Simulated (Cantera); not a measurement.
What does this Cantera script print?

```python
import numpy as np
import cantera as ct

gas = ct.Solution("gri30.yaml")
gas.TPX = 1425, 1333, {'H2': 0.27, 'O2': 1}
inlet = ct.Reservoir(gas, clone=True)

reactor = ct.IdealGasConstPressureReactor(gas, energy="off", clone=False)
exhaust = ct.Reservoir(gas, clone=True)
tau = [0.32, 0.1, 0.033, 0.01, 0.0033, 0.0011, 0.00034, 0.00011][0]
for a, b in ((inlet, reactor), (reactor, exhaust)):
    ct.MassFlowController(a, b, mdot=lambda t: reactor.mass / tau)
net = ct.ReactorNet([reactor])
show = ['H2', 'O2', 'H', 'OH', 'H2O', 'HO2']

rows = []
print(f"{'tau/s':>10s}{'T/K':>9s}" + "".join(f"{s:>11s}" for s in show))
for tau in [0.32, 0.1, 0.033, 0.01, 0.0033, 0.0011, 0.00034, 0.00011]:
    net.initial_time = 0.0
    net.advance(30 * tau)
    before = gas.X
    net.advance(40 * tau)
    drift = np.max(np.abs(gas.X - before) / (gas.X + 1e-9))
    rows.append([gas.T, *gas[show].X, drift])
    print(f"{tau:10.3e}{gas.T:9.1f}" + "".join(f"{x:11.3e}" for x in gas[show].X))
```

Result:

```
     tau/s      T/K         H2         O2          H         OH        H2O        HO2
 3.200e-01   1425.0  1.843e-03  7.476e-01  2.739e-03  8.064e-03  2.281e-01  3.952e-06
 1.000e-01   1425.0  3.689e-03  7.340e-01  8.011e-03  1.134e-02  2.191e-01  5.042e-06
 3.300e-02   1425.0  6.516e-03  7.121e-01  1.958e-02  1.483e-02  2.039e-01  5.597e-06
 1.000e-02   1425.0  1.015e-02  6.837e-01  3.854e-02  1.786e-02  1.824e-01  5.580e-06
 3.300e-03   1425.0  1.376e-02  6.666e-01  5.277e-02  1.956e-02  1.661e-01  5.377e-06
 1.100e-03   1425.0  2.021e-02  6.638e-01  5.969e-02  2.110e-02  1.532e-01  5.226e-06
 3.400e-04   1425.0  3.818e-02  6.759e-01  6.024e-02  2.304e-02  1.331e-01  4.988e-06
 1.100e-04   1425.0  8.428e-02  7.078e-01  4.819e-02  2.186e-02  9.337e-02  4.283e-06
```

Computed with Cantera and GRI-Mech 3.0 (53 species, 325 reactions). Radical loss at walls, strong at low pressure, is not modelled. The temperature is held fixed by assumption; the heat of reaction is taken as removed at once.
